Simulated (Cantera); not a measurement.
An adiabatic, constant-volume homogeneous reactor starts with CH4 : O2 : N2 : H2O = 1 : 4.17 : 15.7 : 1.3 (molar parts), equivalence ratio 0.48, at 1075 K and 240000 Pa.

Detailed kinetics in Cantera: GRI-Mech 3.0 (53 species, 325 reactions).

### Question
Predict: time of steepest temperature rise; temperature at 2.00 s; equilibrium temperature; x(O2) at 2.00 s; x(H2O) at 2.00 s; x(NO) at 2.00 s.

### Answer
- time of steepest temperature rise = 88.8 ms
- temperature at 2.00 s = 2225 K
- equilibrium temperature = 2225 K
- x(O2) at 2.00 s = 0.0928 (gas-phase equilibrium 0.0928)
- x(H2O) at 2.00 s = 0.146 (gas-phase equilibrium 0.146)
- x(NO) at 2.00 s = 0.00842 (gas-phase equilibrium 0.00842)
